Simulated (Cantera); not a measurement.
A perfectly stirred reactor is fed with NO : N2 = 1 : 0.65 (molar parts), at 0.0110 bar; it is held at 2075 K, and followed from long to short residence time.

Computed with Cantera and GRI-Mech 3.0 (53 species, 325 reactions). Radical loss at walls, strong at low pressure, is not modelled.

What does this change do: 0.025 parts H2O added?


```csv
quantity,before,after
x(NO) at τ = 28.0 s,0.0963,0.0910
x(N2O) at τ = 28.0 s,1.73e-6,1.00e-6
x(O) at τ = 28.0 s,0.00559,0.00553
x(O2) at τ = 28.0 s,0.251,0.248
x(N2) at τ = 28.0 s,0.647,0.638
x(NO) at τ = 0.160 s,0.599,0.588
x(N2O) at τ = 0.160 s,0.000119,4.40e-5
x(O) at τ = 0.160 s,0.00111,0.000487
x(O2) at τ = 0.160 s,0.00299,0.00415
x(N2) at τ = 0.160 s,0.397,0.392
```
